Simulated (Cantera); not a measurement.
Charge: 1 mol MgO, 0.06 mol Br2, 0.21 mol N2, equilibrated at 1098.15 K and 0.100 bar.

These are equilibrium values from Cantera (NASA tables, ideal gas, pure condensed phases), not measurements of a reactor. Candidate condensed phases: Br2, Mg, MgBr2, MgO; 17 gas species. Rates play no part.

Base state: N2 0.769, Br2 0.208, Br 0.0237, MgBr2 9.25e-5, O2 4.56e-5 (mole fractions); condensed: MgO(s).

Question: What changes in the equilibrium state with this change: temperature from 1098.15 K to 1198 K?

Answer: 
| species | before | after |
|---|---|---|
| N2 | 0.769 | 0.756 |
| Br2 | 0.208 | 0.188 |
| Br | 0.0237 | 0.0554 |
| MgBr2 | 9.25e-5 | 0.000424 |
| O2 | 4.56e-5 | 0.000209 |
| MgO(s), mol | 1.000 | 1.000 |
